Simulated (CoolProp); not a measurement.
A Linde-Hampson liquefier for methane: isothermal reversible compression at 230 K from 1 atm to 10 MPa, throttling to 1 atm, return gas leaving the recuperator 2 K below the feed. Each further row changes one setting.

Model: reference Helmholtz-energy equation of state, Setzmann 1991, in CoolProp.

```csv
case,liquid yield per pass,compression work (kJ/kg of gas)
as stated,[?],494
high pressure 20 MPa,[?],[?]
warm-end temperature 260 K,[?],[?]
warm-end gap 7 K,[?],494
```

Q: Complete the blanks.

A: 
- as stated, liquid yield per pass: 0.279
- high pressure 20 MPa, liquid yield per pass: 0.393
- high pressure 20 MPa, compression work (kJ/kg of gas): 541
- warm-end temperature 260 K, liquid yield per pass: 0.168
- warm-end temperature 260 K, compression work (kJ/kg of gas): 582
- warm-end gap 7 K, liquid yield per pass: 0.269
